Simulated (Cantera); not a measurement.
An isothermal, constant-pressure homogeneous reactor starts with CH₄ : CO₂ : H₂ = 1 : 1.1 : 1.1 (molar parts), at 1525 K and 460000 Pa.

Computed with Cantera and GRI-Mech 3.0 (53 species, 325 reactions).

Task: Predict: x(CH₄) at 6.00 s; x(CO₂) at 6.00 s; x(H₂) at 6.00 s; x(CH₂CO) at 6.00 s.

Result: x(CH₄) at 6.00 s: 0.101 (gas-phase equilibrium 0.000340)
x(CO₂) at 6.00 s: 0.0431 (gas-phase equilibrium 0.00399)
x(H₂) at 6.00 s: 0.377 (gas-phase equilibrium 0.580)
x(CH₂CO) at 6.00 s: 5.34e-6 (gas-phase equilibrium 5.36e-9)
